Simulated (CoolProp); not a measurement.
R410A along the isotherm 226.85 °C: Z from the reference equation and from simpler models built on Tc = 71.3 °C, pc = 4.901 MPa, ω = 0.296; each cubic takes its own stable root.

Model: reference Helmholtz-energy equation of state, Lemmon 2003, in CoolProp. It is a pseudo-pure fit of the blend.

```csv
p (MPa),phase,reference
1.63,gas,0.9702
3.27,gas,0.9413
4.9,gas,0.9138
6.53,supercritical,0.8879
8.17,supercritical,0.8638
9.8,supercritical,0.8423
11.4,supercritical,0.8241
13.1,supercritical,0.8086
14.7,supercritical,0.7980
16.3,supercritical,0.7913
18,supercritical,0.7884
19.6,supercritical,0.7891
21.2,supercritical,0.7928
22.9,supercritical,0.7996
24.5,supercritical,0.8083
```

Q: How far does each simpler model (van der Waals, Redlich-Kwong, Soave-Redlich-Kwong, Peng-Robinson) lie from the reference over these 15 states: mean and median of the absolute difference, and the worst?

A: 
- van der Waals: mean 5.3 %, median 5.1 %, worst -10.1 % at 226.85 °C and 13.1 MPa
- Redlich-Kwong: mean 2.2 %, median 2.0 %, worst -3.9 % at 226.85 °C and 11.4 MPa
- Soave-Redlich-Kwong: mean 8.4 %, median 8.8 %, worst +15.2 % at 226.85 °C and 24.5 MPa
- Peng-Robinson: mean 3.8 %, median 3.7 %, worst +8.0 % at 226.85 °C and 24.5 MPa
